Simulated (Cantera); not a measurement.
# Equilibrium for hydrogen reduction and annealing atmospheres: Fe₂O₃ + H₂ + H₂O

Feed: 1 mol Fe₂O₃, 0.75 mol H₂, 0.24 mol H₂O, at 1075 K and 735 Torr.

Method: chemical equilibrium by Gibbs-energy minimisation in Cantera with the NASA 1993 tables (ideal gas, pure condensed phases). Candidate condensed phases: Fe, FeO, Fe(OH)₂, Fe(OH)₃, Fe₂O₃, Fe₃O₄, H₂O; 12 gas species. Mutual solubility and eutectic melting of coexisting phases are not modelled. The tables' stoichiometric FeO is somewhat more stable than real wüstite, so its field is too wide. FeO: taken at fixed stoichiometry. Equilibrium is a limit: real reactors are often held back by kinetics, nucleation or transport.

- x(H₂O): 0.944
- x(H₂): 0.0565
- n(FeO(s)): 1.08 mol
- n(Fe₃O₄(s)): 0.306 mol
- gas amount: 0.9900 mol
- log10 activity of Fe(α) (absent): -1.89
- log10 activity of Fe(OH)₂(s) (absent): -5.04
- log10 activity of Fe(OH)₃(s) (absent): -9.20
